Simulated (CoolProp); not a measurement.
Values from CoolProp's reference Helmholtz-energy equation of state, McLinden 2020.

Question: For R1336mzz(Z), give the phase and the Z, cp (kJ/(kg K)), cv (kJ/(kg K)), speed of sound (m/s) at 217.9 K and 101 kPa; 359.6 K and 101 kPa.

Answer: 
- 217.9 K and 101 kPa: liquid; Z 0.00587, cp 1.05, cv 0.755, speed of sound 939
- 359.6 K and 101 kPa: gas; Z 0.972, cp 0.968, cv 0.909, speed of sound 135
